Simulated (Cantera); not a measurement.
Input: 1 mol Si, 2.6 mol Cl₂, 6.1 mol H₂, equilibrated at 648 K and 51000 Pa.

Equilibrium computed with Cantera from the NASA thermochemical tables; the gas is ideal and each condensed phase is pure. Candidate condensed phases: Si; 19 gas species. The numbers say what is thermodynamically allowed, not how fast it happens.

Base state: H₂ 0.714, HCl 0.156, SiCl₄ 0.130, SiHCl₃ 4.64e-5 (mole fractions); condensed: gas only.

Task: What changes in the equilibrium state with this change: temperature from 648 K to 1125 K?

Result: 
```
species   before     after
-------  -------  --------
H₂         0.714     0.704
HCl        0.156     0.166
SiCl₄      0.130     0.120
SiCl₃    1.20e-9   0.00107
SiCl₂      <1e-9  0.000117
SiH₂Cl₂    <1e-9   7.97e-5
```
The tables' values for SiCl₃ are old estimates; treat these amounts as uncertain.

Task: What changes in the equilibrium state with this change: temperature from 648 K to 898.15 K?

Result: 
```json
[
 {"species": "H₂", "before": "0.714", "after": "0.713"},
 {"species": "HCl", "before": "0.156", "after": "0.157"},
 {"species": "SiCl₄", "before": "0.130", "after": "0.128"},
 {"species": "SiCl₃", "before": "1.20e-9", "after": "1.08e-5"},
 {"species": "SiHCl₃", "before": "4.64e-5", "after": "0.00162"}
]
```
The tables' values for SiCl₃ are old estimates; treat these amounts as uncertain.

Task: What changes in the equilibrium state with this change: temperature from 648 K to 975 K?

Result: 
```tsv
species	before	after
H₂	0.714	0.711
HCl	0.156	0.159
SiCl₄	0.130	0.127
SiCl₃	1.20e-9	6.71e-5
SiHCl₃	4.64e-5	0.00323
```
The tables' values for SiCl₃ are old estimates; treat these amounts as uncertain.
